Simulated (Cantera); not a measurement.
A perfectly stirred reactor is fed with CO : H2 : O2 : N2 : H2O = 1 : 0.088 : 0.389 : 1.46 : 0.5 (molar parts), at 13.8 atm; it is adiabatic with a 723 K inlet, and is followed from long to short residence time, starting on the burning branch (τ in s: 0.061, 0.029, 0.014, 0.0069, 0.0033, 0.0016, 0.00077, 0.00037, 0.00018, 8.7e-05, 4.2e-05, 2e-05).

Cantera simulation using GRI-Mech 3.0 (53 species, 325 reactions); the numbers are that mechanism's predictions, not measurements. The hydrogen kinetics of GRI-Mech 3.0 are dated; newer H2 mechanisms differ, most at raised pressure. The pressure lies above the range GRI-Mech 3.0 was tuned for (to about 10 atm).

Problem. Predict: blow-out, bracketed by the residence times tried; x(CO) at τ = 61.0 ms; x(H2) at τ = 61.0 ms; x(O2) at τ = 61.0 ms; x(OH) at τ = 61.0 ms; x(CO2) at τ = 61.0 ms; x(CO) at τ = 0.770 ms; x(H2) at τ = 0.770 ms; x(O2) at τ = 0.770 ms; x(OH) at τ = 0.770 ms; x(CO2) at τ = 0.770 ms.

Solution. 
```
Property                                                                          Result
------------------------------------------------  --------------------------------------
blow-out, bracketed by the residence times tried  burning at 20.0 µs, the shortest tried
x(CO) at τ = 61.0 ms                                                              0.0912
x(H2) at τ = 61.0 ms                                                              0.0118
x(O2) at τ = 61.0 ms                                                            0.000240
x(OH) at τ = 61.0 ms                                                             0.00132
x(CO2) at τ = 61.0 ms                                                              0.236
x(CO) at τ = 0.770 ms                                                             0.0938
x(H2) at τ = 0.770 ms                                                             0.0121
x(O2) at τ = 0.770 ms                                                            0.00166
x(OH) at τ = 0.770 ms                                                            0.00288
x(CO2) at τ = 0.770 ms                                                             0.233
```
